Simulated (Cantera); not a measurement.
What does this Cantera script print?

```python
import numpy as np
import cantera as ct

gas = ct.Solution("gri30.yaml")
gas.TPX = 400, 100000, {'CH4': 1, 'H2': 0.065, 'O2': 2, 'N2': 9.55, 'CO2': 0.88}
flame = ct.FreeFlame(gas, width=0.04)
flame.set_refine_criteria(ratio=3, slope=0.08, curve=0.16)
flame.transport_model = "mixture-averaged"
flame.solve(loglevel=0, auto=True)
z, T = flame.grid, flame.T
thick = (T[-1] - T[0]) / np.gradient(T, z).max()
show = ['CH4', 'H2', 'O2', 'C2H6', 'C2H', 'CH2O']
print(f"laminar burning velocity  {flame.velocity[0] * 100:.3f} cm/s")
print(f"burnt temperature         {T[-1]:.1f} K")
print(f"thermal thickness         {thick * 1e3:.4f} mm")
print(f"grid points               {len(z)}")
z0 = z[flame.heat_release_rate.argmax()]
print(f"{'z/mm':>9s}{'T/K':>9s}{'u/(m/s)':>9s}" + "".join(f"{s:>11s}" for s in show))
rows = []
for k in (-3, -2, -1.5, -1, -0.5, -0.25, 0, 0.25, 0.5, 1, 2, 4, 8):
    zz = z0 + k * thick
    rows.append([k * thick, np.interp(zz, z, T), np.interp(zz, z, flame.velocity),
                 *(np.interp(zz, z, flame.X[gas.species_index(s)]) for s in show)])
    print(f"{rows[-1][0] * 1e3:9.3f}{rows[-1][1]:9.1f}{rows[-1][2]:9.3f}" + "".join(f"{x:11.3e}" for x in rows[-1][3:]))
```

It prints:

```
laminar burning velocity  22.730 cm/s
burnt temperature         1951.3 K
thermal thickness         0.8133 mm
grid points               142
     z/mm      T/K  u/(m/s)        CH4         H2         O2       C2H6        C2H       CH2O
   -2.440    400.3    0.228  7.404e-02  5.241e-03  1.481e-01  2.337e-08  7.078e-29  7.484e-08
   -1.627    403.8    0.230  7.373e-02  5.980e-03  1.478e-01  5.151e-07  1.413e-25  1.454e-06
   -1.220    416.5    0.237  7.282e-02  6.813e-03  1.468e-01  3.414e-06  1.485e-23  8.762e-06
   -0.813    495.8    0.283  6.783e-02  8.326e-03  1.408e-01  3.896e-05  1.183e-19  8.335e-05
   -0.407    866.1    0.500  4.589e-02  1.048e-02  1.089e-01  3.890e-04  2.043e-13  5.569e-04
   -0.203   1217.2    0.705  2.468e-02  1.152e-02  7.473e-02  6.264e-04  1.609e-10  6.763e-04
    0.000   1560.2    0.906  4.543e-03  1.078e-02  3.590e-02  6.755e-05  2.248e-08  3.046e-04
    0.203   1685.4    0.976  1.196e-04  7.408e-03  1.773e-02  3.978e-08  6.165e-09  1.624e-05
    0.407   1729.9    0.998  1.453e-06  6.299e-03  1.325e-02  6.132e-12  6.436e-11  2.272e-07
    0.813   1782.3    1.025  5.589e-10  5.545e-03  1.039e-02  6.541e-18  1.189e-14  1.552e-10
    1.627   1835.5    1.053  4.567e-15  4.460e-03  7.834e-03  1.797e-24  5.919e-20  3.074e-11
    3.253   1880.2    1.076  3.532e-17  3.376e-03  5.516e-03  1.084e-29  1.111e-24  1.718e-11
    6.507   1912.3    1.092  1.165e-17  2.528e-03  3.713e-03  2.080e-30  2.649e-25  9.719e-12
```

Cantera simulation using GRI-Mech 3.0 (53 species, 325 reactions); the numbers are that mechanism's predictions, not measurements. Burning velocities carry a grid error of a few per cent, more on coarse grids.
